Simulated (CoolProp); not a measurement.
Propylene along the isobar 0.438 MPa: fugacity coefficient from the reference equation and from simpler models built on Tc = 364.2 K, pc = 4.555 MPa, ω = 0.146; each cubic takes its own stable root.

Values from CoolProp's reference Helmholtz-energy equation of state, Lemmon 2013.

```csv
T (K),phase,reference,van der Waals,Redlich-Kwong,Soave-Redlich-Kwong,Peng-Robinson
156.3,liquid,0.001921,0.09613,0.002192,?,0.002164
166.6,liquid,0.005266,0.1543,0.006372,0.005182,0.005740
176.8,liquid,0.01251,0.2330,0.01569,0.01230,0.01331
187.1,liquid,0.02682,?,0.03432,0.02640,0.02802
197.4,liquid,0.05239,0.4682,0.06758,0.05171,0.05399
207.6,liquid,0.09410,0.6268,0.1213,0.09319,0.09605
217.9,liquid,0.1591,0.8172,0.2037,0.1581,0.1612
228.2,liquid,0.2539,0.9158,0.3216,0.2534,0.2561
238.5,liquid,0.3858,0.9238,0.4816,0.3866,0.3878
248.7,liquid,?,0.9306,0.6871,?,0.5612
```

Question: Fill in the missing entries.

Answer: 
- 156.3, Soave-Redlich-Kwong: 0.001898
- 187.1, van der Waals: 0.3370
- 248.7, reference: 0.5596
- 248.7, Soave-Redlich-Kwong: 0.5626

At some of these states van der Waals gives the other phase, because its saturation line lies elsewhere.
